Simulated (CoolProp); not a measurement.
A single-stage vapour-compression cycle with R1233zd(E): evaporating at 246.15 K (dew point), condensing at 284.15 K (bubble point), superheat 5 K, subcooling 5 K, compressor efficiency 0.7, no pressure losses. Each further row changes one setting.

Model: reference Helmholtz-energy equation of state, Akasaka 2022, in CoolProp.

```json
[
 {"case": "as stated", "cooling COP": "4.13", "pressure ratio": "6.05", "discharge temperature (K)": "311.7", "refrigerating effect (kJ/kg)": "181", "volumetric capacity (kJ/m³)": "145"},
 {"case": "evaporating temperature 251.15 K", "cooling COP": "4.93", "pressure ratio": "4.60", "discharge temperature (K)": "307.8", "refrigerating effect (kJ/kg)": "185", "volumetric capacity (kJ/m³)": "191"},
 {"case": "condensing temperature 279.15 K", "cooling COP": "4.84", "pressure ratio": "4.93", "discharge temperature (K)": "304.8", "refrigerating effect (kJ/kg)": "187", "volumetric capacity (kJ/m³)": "150"},
 {"case": "subcooling 10 K", "cooling COP": "4.26", "pressure ratio": "6.05", "discharge temperature (K)": "311.7", "refrigerating effect (kJ/kg)": "187", "volumetric capacity (kJ/m³)": "150"},
 {"case": "superheat 15 K", "cooling COP": "4.12", "pressure ratio": "6.05", "discharge temperature (K)": "322.3", "refrigerating effect (kJ/kg)": "188", "volumetric capacity (kJ/m³)": "145"},
 {"case": "compressor efficiency 0.6", "cooling COP": "3.54", "pressure ratio": "6.05", "discharge temperature (K)": "320.6", "refrigerating effect (kJ/kg)": "181", "volumetric capacity (kJ/m³)": "145"}
]
```
